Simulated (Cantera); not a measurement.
# Adiabatic ignition

An adiabatic, constant-volume homogeneous reactor starts with CH4 : C2H6 : O2 : N2 : H2O = 1 : 0.26 : 2.91 : 10.9 : 2.7 (molar parts), equivalence ratio 1.0, at 1650 K and 20300 Torr.

Computed with Cantera and GRI-Mech 3.0 (53 species, 325 reactions). The pressure lies above the range GRI-Mech 3.0 was tuned for (to about 10 atm). Above 3000 K some thermodynamic fits are extrapolated.

```
t (s)     T (K)  P (bar)     x CH4  x C2H6    x O2     x CH3    x HCO   x H2O2
--------  -----  -------  --------  ------  ------  --------  -------  -------
6.00e-6    3034     51.7  3.17e-12  <1e-12  0.0175  9.94e-12  3.91e-7  4.76e-6
1.55e-5    3056     51.9    <1e-12  <1e-12  0.0148  1.87e-12  3.32e-7  4.44e-6
3.99e-5    3045     51.7    <1e-12  <1e-12  0.0132  1.99e-12  3.33e-7  4.12e-6
0.000103   3039     51.6    <1e-12  <1e-12  0.0123  2.05e-12  3.33e-7  3.95e-6
0.000265   3039     51.6    <1e-12  <1e-12  0.0123  2.06e-12  3.33e-7  3.94e-6
0.000682   3039     51.6    <1e-12  <1e-12  0.0123  2.06e-12  3.33e-7  3.94e-6
0.00176    3039     51.6    <1e-12  <1e-12  0.0123  2.06e-12  3.33e-7  3.94e-6
0.00453    3039     51.6    <1e-12  <1e-12  0.0123  2.06e-12  3.33e-7  3.94e-6
0.0117     3039     51.6    <1e-12  <1e-12  0.0123  2.06e-12  3.33e-7  3.94e-6
0.0301     3039     51.6    <1e-12  <1e-12  0.0123  2.06e-12  3.33e-7  3.94e-6
0.0776     3039     51.6    <1e-12  <1e-12  0.0123  2.06e-12  3.33e-7  3.94e-6
0.200      3039     51.6    <1e-12  <1e-12  0.0123  2.06e-12  3.33e-7  3.94e-6
```
x: mole fraction; the columns are a selection and need not sum to one.

```
Item                                                              Result
---------------------------------  -------------------------------------
time of steepest temperature rise                                5.32 µs
temperature at 0.200 s                                            3039 K
equilibrium temperature                                           3039 K
x(CH4) at 0.200 s                  <1e-12 (gas-phase equilibrium <1e-12)
x(C2H6) at 0.200 s                 <1e-12 (gas-phase equilibrium <1e-12)
x(O2) at 0.200 s                   0.0123 (gas-phase equilibrium 0.0123)
```
